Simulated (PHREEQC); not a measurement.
Dissolve 0.23 mol H2SO4, 0.00013 mol MnSO4 and 0.031 mol MgSO4 per kg of water at 15 °C. Closed to the air; pH follows from the charge balance.

Model: ion-association model, phreeqc.dat, run in PHREEQC.

Each row changes one thing in this solution. No solid was allowed to form.

```json
[
 {"case": "as made", "pH": "0.71", "ionic strength (mol/kgw)": "0.354", "HSO4- (mol/kgw)": "0.209", "SO4-2 (mol/kgw)": "0.0415", "Mg+2 (mol/kgw)": "0.0205", "MgSO4 (mol/kgw)": "0.0105"},
 {"case": "0.013 mol/kgw KCl added", "pH": "0.71", "ionic strength (mol/kgw)": "0.368", "HSO4- (mol/kgw)": "0.208", "SO4-2 (mol/kgw)": "0.0418", "Mg+2 (mol/kgw)": "0.0206", "MgSO4 (mol/kgw)": "0.0104"},
 {"case": "MgSO4 from 0.031 to 0.0155 mol/kgw", "pH": "0.70", "ionic strength (mol/kgw)": "0.327", "HSO4- (mol/kgw)": "0.203", "SO4-2 (mol/kgw)": "0.0379", "Mg+2 (mol/kgw)": "0.0104", "MgSO4 (mol/kgw)": "0.00513"},
 {"case": "diluted 2-fold with water", "pH": "0.97", "ionic strength (mol/kgw)": "0.193", "HSO4- (mol/kgw)": "0.0967", "SO4-2 (mol/kgw)": "0.0286", "Mg+2 (mol/kgw)": "0.0102", "MgSO4 (mol/kgw)": "0.00531"},
 {"case": "temperature from 15 to 40 °C", "pH": "0.73", "ionic strength (mol/kgw)": "0.323", "HSO4- (mol/kgw)": "0.222", "SO4-2 (mol/kgw)": "0.0270", "Mg+2 (mol/kgw)": "0.0193", "MgSO4 (mol/kgw)": "0.0117"},
 {"case": "MgSO4 from 0.031 to 0.0341 mol/kgw", "pH": "0.71", "ionic strength (mol/kgw)": "0.359", "HSO4- (mol/kgw)": "0.210", "SO4-2 (mol/kgw)": "0.0422", "Mg+2 (mol/kgw)": "0.0225", "MgSO4 (mol/kgw)": "0.0116"},
 {"case": "MnSO4 replaced by Fe2(SO4)3 at the same molality", "pH": "0.71", "ionic strength (mol/kgw)": "0.354", "HSO4- (mol/kgw)": "0.209", "SO4-2 (mol/kgw)": "0.0415", "Mg+2 (mol/kgw)": "0.0205", "MgSO4 (mol/kgw)": "0.0105"}
]
```

Away from 25 °C the constants follow the database's enthalpies or fits; those with neither stay at their 25 °C values.
